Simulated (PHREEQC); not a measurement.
NaF is added in steps, without added water, to 1 kg of water holding 0.022 mol/kgw HF and 0.01 mol/kgw CsF, at 88 °C. Oxygen alone is held at its pressure in air (log pO2 = -0.68). No CO2 enters from the air. Precipitation was switched off in this run.

Base run: PHREEQC, ion-association model, wateq4f.dat. Each further column changes one thing. The table gives pH.

```
NaF added (mol)  base  Debye-Hückel limiting law  Davies equation for every ion  all activity coefficients set to 1  metal-ligand complexes left out
---------------  ----  -------------------------  -----------------------------  ----------------------------------  -------------------------------
0                3.34                       3.34                           3.34                                3.39                             3.34
0.003            3.44                       3.44                           3.44                                3.50                             3.44
0.0075           3.56                       3.56                           3.57                                3.63                             3.56
0.0105           3.63                       3.62                           3.63                                3.70                             3.63
0.015            3.71                       3.70                           3.71                                3.79                             3.71
0.018            3.76                       3.75                           3.76                                3.84                             3.76
0.0225           3.82                       3.81                           3.83                                3.91                             3.83
0.0255           3.86                       3.85                           3.87                                3.95                             3.87
0.03             3.92                       3.90                           3.92                                4.01                             3.92
0.033            3.95                       3.93                           3.95                                4.04                             3.95
0.0375           3.99                       3.97                           4.00                                4.09                             4.00
0.0405           4.02                       4.00                           4.03                                4.12                             4.03
0.045            4.06                       4.04                           4.07                                4.16                             4.07
0.048            4.08                       4.06                           4.09                                4.19                             4.09
```

Constants without temperature data keep their 25 °C values here.
